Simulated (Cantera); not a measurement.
A freely propagating, adiabatic, planar premixed flame of CH4 : O2 : N2 = 1 : 2.15 : 6.02 (molar parts), unburnt at 423 K and 0.600 bar; mixture-averaged transport, grid criteria slope 0.08 and curve 0.16, no radiation.

Computed with Cantera and GRI-Mech 3.0 (53 species, 325 reactions). Burning velocities carry a grid error of a few per cent, more on coarse grids.

x: mole fraction of selected species; z is measured from the peak of heat release.

```csv
z (mm),T (K),u (m/s),x CH4,x O2,x N2O,x CO,x H2O2,x CH3
-1.31,423,1.16,0.109,0.234,<1e-8,2.67e-7,<1e-8,<1e-8
-0.876,423,1.16,0.109,0.234,<1e-8,6.95e-6,4.20e-8,8.50e-8
-0.657,426,1.17,0.108,0.233,<1e-8,5.88e-5,3.51e-7,6.13e-7
-0.438,467,1.29,0.105,0.230,<1e-8,0.000925,4.36e-6,8.02e-6
-0.219,892,2.51,0.0783,0.196,<1e-8,0.0146,1.28e-5,0.000454
-0.110,1361,3.89,0.0439,0.149,1.42e-8,0.0361,8.23e-6,0.00276
0,1789,5.17,0.0115,0.0934,3.42e-8,0.0585,1.65e-6,0.00299
0.110,1970,5.70,0.00110,0.0594,5.88e-8,0.0605,4.21e-7,0.000487
0.219,2015,5.82,5.73e-5,0.0464,7.61e-8,0.0516,2.50e-7,2.80e-5
0.438,2058,5.91,[?],[?],8.52e-8,[?],[?],[?]
0.876,2116,6.04,<1e-8,0.0361,8.88e-8,0.0330,1.85e-7,<1e-8
1.75,2192,6.22,<1e-8,0.0336,9.94e-8,0.0298,1.52e-7,<1e-8
3.51,2279,6.43,<1e-8,[?],[?],[?],[?],<1e-8
```

### Question
Complete the blanks.

### Answer

- 0.438, x CH4: 1.62e-7
- 0.438, x O2: 0.0395
- 0.438, x CO: 0.0399
- 0.438, x H2O2: 2.20e-7
- 0.438, x CH3: 8.62e-8
- 3.51, x O2: 0.0306
- 3.51, x N2O: 1.22e-7
- 3.51, x CO: 0.0262
- 3.51, x H2O2: 1.29e-7
